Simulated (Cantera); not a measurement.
## Equilibrium for calcination and drying: K2CO3 + CO2 + O2

Charge: 1 mol K2CO3, 0.97 mol CO2, 0.65 mol O2, equilibrated at 26.0 Pa.

Method: chemical equilibrium by Gibbs-energy minimisation in Cantera with the NASA 1993 tables (ideal gas, pure condensed phases). Candidate condensed phases: C, K, KO2, K2CO3, K2O, K2O2; 15 gas species. Rates play no part.

```csv
T (K),x CO2,x O2,x K,x CO,x O,x KO,x K2,n K2CO3(s),n K2CO3(l)
900,0.599,0.401,3.48e-9,8.15e-11,2.12e-10,2.02e-11,<1e-12,1.00,0
975,0.599,0.401,3.64e-7,1.49e-9,2.83e-9,1.77e-9,<1e-12,1.00,0
1050,0.599,0.401,1.91e-5,1.80e-8,2.63e-8,7.95e-8,<1e-12,1.000,0
1125,0.598,0.401,0.000580,1.55e-7,1.81e-7,2.11e-6,4.55e-12,1.000,0
1200,0.593,0.396,0.0110,1.02e-6,9.78e-7,3.53e-5,1.11e-9,0,0.991
1275,0.516,0.332,0.152,5.09e-6,3.99e-6,0.000403,1.50e-7,0,0.832
1350,0.385,0.224,0.390,2.02e-5,1.24e-5,0.000776,7.27e-7,0,0
1425,0.385,0.224,0.390,7.55e-5,4.08e-5,0.000715,5.49e-7,0,0
1500,0.385,0.224,0.390,0.000246,0.000119,0.000663,4.25e-7,0,0
1575,0.384,0.224,0.390,0.000717,0.000315,0.000620,3.36e-7,0,0
1650,0.382,0.225,0.390,0.00189,0.000761,0.000583,2.71e-7,0,0
1725,0.379,0.225,0.389,0.00453,0.00171,0.000551,2.21e-7,0,0
1800,0.372,0.226,0.388,0.00999,0.00359,0.000523,1.82e-7,0,0
1875,0.359,0.228,0.385,0.0202,0.00712,0.000497,1.51e-7,0,0
```
x: gas mole fraction; n: condensed amount in mol.

From 900 K to 1125 K the condensed part is K2CO3(s). From 1200 K to 1275 K the condensed part is K2CO3(l). From 1350 K to 1875 K nothing is condensed.
